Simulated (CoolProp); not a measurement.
A simple Rankine cycle with 1,2-dichloroethane: condensing at 290.15 K, boiler at 0.828 MPa, turbine inlet 457.2 K, turbine efficiency 0.85, pump efficiency 0.8, no recuperator. Each further row changes one setting.

Values from CoolProp's reference Helmholtz-energy equation of state, Thol 2015.

| case | thermal efficiency (%) | net work (kJ/kg) | heat in (kJ/kg) | turbine exit temperature (K) | volume ratio over the turbine |
|---|---|---|---|---|---|
| as stated | (withheld) | (withheld) | 494 | (withheld) | 89.7 |
| turbine inlet 477.2 K | 24.3 | 125 | 515 | 327.5 | 89.0 |
| condensing temperature 282.15 K | 25.2 | 127 | 504 | (withheld) | 132 |
| boiler pressure 0.58 MPa | 22.8 | 114 | 499 | (withheld) | 62.5 |
| turbine efficiency 0.75 | 21.2 | (withheld) | 494 | (withheld) | (withheld) |

### Question
Fill in the missing entries.

### Answer

- as stated, thermal efficiency (%): 24.0
- as stated, net work (kJ/kg): 119
- as stated, turbine exit temperature (K): 310.1
- condensing temperature 282.15 K, turbine exit temperature (K): 299.9
- boiler pressure 0.58 MPa, turbine exit temperature (K): 322.0
- turbine efficiency 0.75, net work (kJ/kg): 105
- turbine efficiency 0.75, turbine exit temperature (K): 326.6
- turbine efficiency 0.75, volume ratio over the turbine: 94.5
